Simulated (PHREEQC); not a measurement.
0.079 g of hydrous ferric oxide (600 m²/g; 0.2 weak and 0.005 strong sites per Fe, Dzombak-Morel constants, diffuse double layer) in 1 kg of water with 0.005 mol/kgw of an inert sodium salt and 0.00052 mmol/kgw Na2SeO3 and 0.0028 mmol/kgw CaCl2, at 25 °C; the pH is set by adding NaOH or the inert anion's acid. The system is closed to oxygen. The system is closed to CO2. Nothing may precipitate in this run.

The series has 17 steps of pH, from 3 to 11.

The numbers come from PHREEQC with the ion-association model, wateq4f.dat.

Task: Near which pH is half of the Se sorbed, and on which side is more sorbed?

Result: Near pH 8.7, with more sorbed at lower pH.

Task: Near which pH is half of the Ca sorbed, and on which side is more sorbed?

Result: Near pH 8.5, with more sorbed at higher pH.

Complexes and solids missing from the database can't appear. The database's selenite sorption wasn't checked against measurements; a fall in acid may be a fault of its surface constants. The oxide is taken as insoluble; below pH 4 it would dissolve.
